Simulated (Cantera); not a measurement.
Cantera run:

```python
import numpy as np
import cantera as ct

gas_names = [...]  # 47 gases of nasa_gas.yaml made of Cl, H, N, O, Si
cond_names = """
    H2O(s) H2O(L) NH4CL(a) NH4CL(b) Si(cr) Si(L) SiO2(Lqz) SiO2(hqz) SiO2(L) Si2N2O(s) Si3N4(a)
""".split()


# ... load() reads the species with a 1 bar reference pressure and builds the phases ...
atoms = {
    'SiCl4': {'Si': 1, 'CL': 4},
    'H2O': {'H': 2, 'O': 1},
    'N2': {'N': 2},
}
top_T = {'Si2N2O(s)': 2100, 'Si3N4(a)': 2400}  # K; cautious upper limits of use, not melting points


# ... equilibrate(T, P, feed) seeds the gas with the atoms and calls Mixture.equilibrate('TP', solver="vcs", rtol=1e-11, max_steps=5000) ...
results = []
feed = {'SiCl4': 1, 'H2O': 6.7, 'N2': 6.2}  # mol
P = 10000  # Pa
for T in [1250, 1300, 1350, 1400, 1450, 1500, 1550, 1600, 1650, 1700, 1750]:
    mix = equilibrate(T, P, feed)
    results.append((T, P, feed, dict(zip(mix.species_names, mix.species_moles))))
    x = sorted(zip(gas.X, gas.species_names), reverse=True)
    print(f"T = {T:g} K  P = {P:g} Pa  gas = {mix.phase_moles(0):.4g} mol")
    print("   x: " + "  ".join(f"{s} {v:.3e}" for v, s in x if v > 0.0001))
    print("   condensed (mol): " + ("  ".join(f"{mix.phase(i).name} {mix.phase_moles(i):.4g}"
          for i in range(1, mix.n_phases) if mix.phase_moles(i) > 1e-12) or "none"))
```

It prints:

```
T = 1250 K  P = 10000 Pa  gas = 14.9 mol
   x: N2 4.161e-01  H2O 3.154e-01  HCL 2.684e-01
   condensed (mol): SiO2(hqz) 1
T = 1300 K  P = 10000 Pa  gas = 14.9 mol
   x: N2 4.161e-01  H2O 3.154e-01  HCL 2.683e-01  CL 1.003e-04
   condensed (mol): SiO2(hqz) 1
T = 1350 K  P = 10000 Pa  gas = 14.9 mol
   x: N2 4.161e-01  H2O 3.154e-01  HCL 2.683e-01  CL 1.664e-04  H2 1.024e-04
   condensed (mol): SiO2(hqz) 1
T = 1400 K  P = 10000 Pa  gas = 14.9 mol
   x: N2 4.160e-01  H2O 3.154e-01  HCL 2.681e-01  CL 2.655e-04  H2 1.636e-04
   condensed (mol): SiO2(hqz) 1
T = 1450 K  P = 10000 Pa  gas = 14.9 mol
   x: N2 4.160e-01  H2O 3.153e-01  HCL 2.680e-01  CL 4.091e-04  H2 2.545e-04
   condensed (mol): SiO2(hqz) 1
T = 1500 K  P = 10000 Pa  gas = 14.91 mol
   x: N2 4.160e-01  H2O 3.152e-01  HCL 2.677e-01  CL 6.113e-04  H2 3.862e-04
   condensed (mol): SiO2(hqz) 1
T = 1550 K  P = 10000 Pa  gas = 14.91 mol
   x: N2 4.159e-01  H2O 3.151e-01  HCL 2.674e-01  CL 8.887e-04  H2 5.723e-04
   condensed (mol): SiO2(hqz) 1
T = 1600 K  P = 10000 Pa  gas = 14.91 mol
   x: N2 4.158e-01  H2O 3.150e-01  HCL 2.670e-01  CL 1.260e-03  H2 8.296e-04
   condensed (mol): SiO2(hqz) 1
T = 1650 K  P = 10000 Pa  gas = 14.92 mol
   x: N2 4.156e-01  H2O 3.147e-01  HCL 2.664e-01  CL 1.748e-03  H2 1.178e-03  OH 1.190e-04
   condensed (mol): SiO2(hqz) 1
T = 1700 K  P = 10000 Pa  gas = 14.92 mol
   x: N2 4.155e-01  H2O 3.144e-01  HCL 2.657e-01  CL 2.375e-03  H2 1.642e-03  OH 1.869e-04  O2 1.481e-04
   condensed (mol): SiO2(L) 1
T = 1750 K  P = 10000 Pa  gas = 14.93 mol
   x: N2 4.152e-01  H2O 3.140e-01  HCL 2.647e-01  CL 3.168e-03  H2 2.247e-03  OH 2.857e-04  O2 2.174e-04
   condensed (mol): SiO2(L) 1
```

Method: chemical equilibrium by Gibbs-energy minimisation in Cantera with the NASA 1993 tables (ideal gas, pure condensed phases). The tables hold silica as quartz up to 1696 K and as liquid above; real silica turns to tridymite and cristobalite and melts near 1996 K. Gases not in the tables: Si(OH)4.
